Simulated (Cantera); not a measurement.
Feed: 1 mol B2O3, 0.93 mol Cl2, 59 mol N2, equilibrated at 10.0 mbar.

These are equilibrium values from Cantera (NASA tables, ideal gas, pure condensed phases), not measurements of a reactor. Candidate condensed phases: B, BN, B2O3; 25 gas species. Rates play no part.

Question: Which condensed phases are stable at each of these points (T (°C)): 850, 900, 950, 1000, 1050, 1100, 1150, 1200, 1250, 1300, 1350, 1400, 1450?

Answer: 
```tsv
T (°C)	condensed phases	B condensed (%)
850	B2O3(l)	100.0
900	B2O3(l)	99.9
950	B2O3(l)	99.8
1000	B2O3(l)	99.7
1050	B2O3(l)	99.3
1100	B2O3(l)	98.3
1150	B2O3(l)	95.8
1200	B2O3(l)	89.7
1250	B2O3(l)	74.7
1300	B2O3(l)	38.5
1350	gas only	0.0
1400	gas only	0.0
1450	gas only	0.0
```

From 850 °C to 1300 °C the condensed part is B2O3(l). From 1350 °C to 1450 °C nothing is condensed.
